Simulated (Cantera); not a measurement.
Feed: 1 mol B2H6, 0.22 mol NH3, 3.2 mol H2, at 14.0 Pa.

Cantera equilibrium calculation (NASA polynomials, part measured and part estimated; ideal gas, pure solids and liquids). Candidate condensed phases: B, BN; 15 gas species. The feed counts by its element totals alone. Mutual solubility and eutectic melting of coexisting phases are not modelled. Equilibrium is a limit: real reactors are often held back by kinetics, nucleation or transport.

Problem. Which condensed phases are stable at each of these points (T (°C)): 527, 727, 927, 1127, 1327, 1527, 1727, 1927, 2127?

Solution. 
| T (°C) | condensed phases | B condensed (%) |
|---|---|---|
| 527 | B(s) + BN(s) | 100.0 |
| 727 | B(s) + BN(s) | 100.0 |
| 927 | B(s) + BN(s) | 100.0 |
| 1127 | B(s) + BN(s) | 100.0 |
| 1327 | B(s) + BN(s) | 100.0 |
| 1527 | B(s) | 99.9 |
| 1727 | B(s) | 99.5 |
| 1927 | B(s) | 91.4 |
| 2127 | gas only | 0.0 |

From 527 °C to 1327 °C the condensed part is B(s) + BN(s). From 1527 °C to 1927 °C the condensed part is B(s). At 2127 °C nothing is condensed.
